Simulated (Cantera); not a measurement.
A Cantera script and its output.

```python
import numpy as np
import cantera as ct

gas = ct.Solution("gri30.yaml")
gas.TPX = 325, 96000, {'CH4': 1, 'H2': 0.3, 'O2': 3.26, 'N2': 12.2}
flame = ct.FreeFlame(gas, width=0.041)
flame.set_refine_criteria(ratio=3, slope=0.08, curve=0.16)
flame.transport_model = "mixture-averaged"
flame.solve(loglevel=0, auto=True)
flame.transport_model = "multicomponent"
flame.soret_enabled = True
flame.solve(loglevel=0, refine_grid=True)
z, T = flame.grid, flame.T
thick = (T[-1] - T[0]) / np.gradient(T, z).max()
show = ['CH4', 'H2', 'O2', 'H2O', 'C2H6', 'HCO']
print(f"laminar burning velocity  {flame.velocity[0] * 100:.3f} cm/s")
print(f"burnt temperature         {T[-1]:.1f} K")
print(f"thermal thickness         {thick * 1e3:.4f} mm")
print(f"grid points               {len(z)}")
z0 = z[flame.heat_release_rate.argmax()]
print(f"{'z/mm':>9s}{'T/K':>9s}{'u/(m/s)':>9s}" + "".join(f"{s:>11s}" for s in show))
rows = []
for k in (-3, -2, -1.5, -1, -0.5, -0.25, 0, 0.25, 0.5, 1, 2, 4, 8):
    zz = z0 + k * thick
    rows.append([k * thick, np.interp(zz, z, T), np.interp(zz, z, flame.velocity),
                 *(np.interp(zz, z, flame.X[gas.species_index(s)]) for s in show)])
    print(f"{rows[-1][0] * 1e3:9.3f}{rows[-1][1]:9.1f}{rows[-1][2]:9.3f}" + "".join(f"{x:11.3e}" for x in rows[-1][3:]))
```

Output:

```
laminar burning velocity  23.206 cm/s
burnt temperature         1799.5 K
thermal thickness         0.6665 mm
grid points               137
     z/mm      T/K  u/(m/s)        CH4         H2         O2        H2O       C2H6        HCO
   -1.999    325.3    0.232  5.969e-02  1.702e-02  1.947e-01  3.272e-05  7.817e-09 -2.196e-19
   -1.333    328.9    0.234  5.945e-02  1.540e-02  1.949e-01  4.511e-04  2.455e-07  6.793e-16
   -1.000    341.2    0.243  5.859e-02  1.361e-02  1.949e-01  1.847e-03  1.549e-06  4.071e-14
   -0.666    418.8    0.297  5.414e-02  1.083e-02  1.911e-01  1.028e-02  1.801e-05  1.273e-11
   -0.333    795.2    0.567  3.667e-02  8.407e-03  1.619e-01  4.776e-02  1.903e-04  4.028e-08
   -0.167   1137.5    0.814  2.003e-02  7.456e-03  1.299e-01  8.159e-02  2.905e-04  1.551e-06
    0.000   1461.2    1.048  4.186e-03  5.600e-03  9.478e-02  1.144e-01  3.183e-05  9.940e-06
    0.167   1596.2    1.142  1.993e-04  3.038e-03  7.784e-02  1.265e-01  5.507e-08  1.830e-06
    0.333   1652.8    1.179  5.991e-06  2.070e-03  7.290e-02  1.291e-01  4.957e-11  7.290e-08
    0.666   1714.6    1.218  8.875e-09  1.399e-03  6.985e-02  1.315e-01 -1.619e-16  1.294e-09
    1.333   1763.1    1.250  3.021e-13  6.840e-04  6.845e-02  1.342e-01  6.055e-18  1.378e-10
    2.666   1787.8    1.266 -1.528e-16  2.274e-04  6.810e-02  1.359e-01 -3.105e-17  8.428e-12
    5.332   1796.7    1.271  3.445e-18  6.971e-05  6.811e-02  1.366e-01 -3.350e-18  4.665e-13
```

Detailed kinetics in Cantera: GRI-Mech 3.0 (53 species, 325 reactions). Burning velocities carry a grid error of a few per cent, more on coarse grids.
